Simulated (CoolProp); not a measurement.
The fluid at 291.22 K and 0.629 MPa flows at 0.088 m/s in a round tube of 4.6 mm bore and 45 µm roughness, fully developed (64/Re and Nu = 3.66 if laminar; Colebrook and Gnielinski if turbulent). The same conditions are run with several fluids, on thermodynamics alone (safety and materials aside).

Computed with CoolProp (reference Helmholtz-energy equation of state of each fluid (R407C: Lemmon 2003; ethane: Bücker 2006; R125: Lemmon 2005; oxygen: Schmidt 1985; methane: Setzmann 1991)). Blends and air are pseudo-pure fits.

Problem. Rank R407C, ethane, R125, oxygen, methane by Reynolds number, highest first.

Solution. R125 (1120), R407C (854), ethane (359), oxygen (167), methane (155)

```tsv
fluid	Darcy friction factor	pressure drop (Pa/m)	heat-transfer coefficient (W/(m² K))	mass flow (kg/h)
R407C	0.0749	1.60	10.6	0.134
ethane	0.178	1.24	16.5	0.0434
R125	0.0573	1.69	10.9	0.185
oxygen	0.384	2.70	20.7	0.0440
methane	0.414	1.47	26.7	0.0222
```

Transport values come from each fluid's own correlations.
